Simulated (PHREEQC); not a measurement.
A solution holds 0.0036 mol LiOH and 0.016 mol NH4BF4 per kg of water, at 25 °C. Closed to the air; pH follows from the charge balance.

The numbers come from PHREEQC with the ion-association model, wateq4f.dat.

```
quantity                   before    after
------------------------  -------  -------
pH                           3.37     3.06
ionic strength (mol/kgw)   0.0201   0.0846
BF4- (mol/kgw)             0.0124   0.0730
F- (mol/kgw)              0.00545  0.00569
HF (mol/kgw)              0.00301  0.00558
BF3OH- (mol/kgw)          0.00151  0.00471
```

Task: Which change was made?
(A) 0.00022 mol/kgw TMAH added
(B) 0.0071 mol/kgw NaF added
(C) temperature from 25 to 55 °C
(D) NH4BF4 from 0.016 to 0.08 mol/kgw
(E) LiOH replaced by Li2CO3 at the same molality

Result: D, NH4BF4 from 0.016 to 0.08 mol/kgw

Precipitation was switched off in this run. Real BF4- forms and hydrolyses slowly; the run takes it at equilibrium.
